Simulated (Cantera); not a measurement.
Feed: 1 mol FeS, 0.5 mol SO2, 0.19 mol CO2, held at 1.70 bar.

Method: chemical equilibrium by Gibbs-energy minimisation in Cantera with the NASA 1993 tables (ideal gas, pure condensed phases). Candidate condensed phases: C, Fe, Fe(CO)5, FeO, FeS, FeSO4, FeS2, Fe2O3, Fe2(SO4)3, Fe3O4, S; 25 gas species. Mutual solubility and eutectic melting of coexisting phases are not modelled. FeS: taken at fixed stoichiometry. The numbers say what is thermodynamically allowed, not how fast it happens. All values below are at 1052 °C.

Base state: SO2 0.670, CO2 0.266, S2 0.0516, CO 0.00562, S2O 0.00526, SO 0.000812, COS 0.000510 (mole fractions); condensed: FeS(s) + Fe3O4(s).

Q: What changes in the equilibrium state with this change: pressure from 1.70 bar to 0.133 bar?

A: 
```csv
species,before,after
SO2,0.670,0.642
CO2,0.266,0.258
S2,0.0516,0.0829
CO,0.00562,0.0118
SO,0.000812,0.00169
S2O,0.00526,0.00389
COS,0.000510,0.000381
"FeS(s), mol",0.952,0.924
"Fe3O4(s), mol",0.0161,0.0252
```
